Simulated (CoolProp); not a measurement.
Carbon dioxide at 422.37 K and 4.65 MPa flows at 6.8 m/s in a round tube of 6 mm bore and 45 µm roughness, fully developed (64/Re and Nu = 3.66 if laminar; Colebrook and Gnielinski if turbulent). Each further row changes one setting.

Values from CoolProp's reference Helmholtz-energy equation of state, Span 1996.

| case | Reynolds number | Darcy friction factor | pressure drop (Pa/m) | heat-transfer coefficient (W/(m² K)) | mass flow (kg/h) |
|---|---|---|---|---|---|
| as stated | 119000 | 0.0351 | 8450 | 2250 | 43.3 |
| velocity 13.6 m/s | 238000 | [?] | [?] | 4470 | 86.6 |
| diameter 12 mm | 238000 | [?] | [?] | 1800 | 173 |

Task: What belongs in the gaps?

Result: 
- velocity 13.6 m/s, Darcy friction factor: 0.0348
- velocity 13.6 m/s, pressure drop (Pa/m): 33500
- diameter 12 mm, Darcy friction factor: 0.0284
- diameter 12 mm, pressure drop (Pa/m): 3420

Viscosity comes from a separate model (Laesecke 2017). Thermal conductivity comes from a separate model (Huber 2016).
